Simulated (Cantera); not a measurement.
## C2F6 + Si + H2 (fluorocarbon and chlorocarbon gases)

Charge: 1 mol C2F6, 0.012 mol Si, 13 mol H2, at 1425 K and 8.70e-5 bar.

These are equilibrium values from Cantera (NASA tables, ideal gas, pure condensed phases), not measurements of a reactor. Candidate condensed phases: C, C6H6, C7H8, C8H18, Si, SiC; 113 gas species. The feed counts by its element totals alone. The tables' values for SiF3 are old estimates; treat these amounts as uncertain. The numbers say what is thermodynamically allowed, not how fast it happens.

```yaml
x(H2): 0.626
x(HF): 0.372
x(SiF4): 0.000731
x(H): 0.000579
x(SiF3): 1.88e-5
x(C2H2 (acetylene)): 2.21e-6
n(C(graphite)): 2.00 mol
gas_amount: 15.99 mol
log10 activity of Si(s) (absent): -8.43
```
